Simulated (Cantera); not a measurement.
A closed system holds: 1 mol CS2, 0.37 mol H2O, held at 2950 K and 68300 Torr.

These are equilibrium values from Cantera (NASA tables, ideal gas, pure condensed phases), not measurements of a reactor. The ideal-gas law is rough above about 30 bar. Kinetics and transport are ignored.

```tsv
species	before	after
CS2	0.249	0.505
CS	0.101	0.235
S2	0.201	0.152
CO	0.203	0.0437
H2S	0.0547	0.00913
H2	0.125	0.0239
SH	0.0469	0.0179
S	0.0102	0.00891
H2O	5.90e-5	9.10e-7
CO2	1.31e-5	2.28e-7
SO	1.69e-5	1.19e-6
CH4	4.35e-5	4.28e-6
C4H2	2.90e-6	2.87e-5
COS	0.00376	0.000705
C(graphite), mol	0	0.00706
```
Gas species are given as mole fractions.

Q: Name the change that produced these shifts.
A) H2O from 0.37 to 0.056 mol
B) temperature from 2950 K to 1823.15 K
C) temperature from 2950 K to 2800 K
D) H2O from 0.37 to 8.3 mol

A: A, H2O from 0.37 to 0.056 mol
